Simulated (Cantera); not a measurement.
Charge: 1 mol HgO, 0.23 mol H2, 0.79 mol N2, held at 700 K and 6.70 bar.

Cantera equilibrium calculation (NASA polynomials, part measured and part estimated; ideal gas, pure solids and liquids). Candidate condensed phases: H2O, Hg, HgO; 25 gas species. Rates play no part.

Base state: N2 0.625, Hg 0.189, H2O 0.182, O2 0.00352 (mole fractions); condensed: HgO(s).

What changes in the equilibrium state with this change: temperature from 700 K to 1000 K?


| species | before | after |
|---|---|---|
| Hg | 0.189 | 0.416 |
| N2 | 0.625 | 0.328 |
| O2 | 0.00352 | 0.160 |
| H2O | 0.182 | 0.0956 |
| NO | 3.25e-8 | 1.76e-5 |
| HgO(s), mol | 0.761 | 0 |
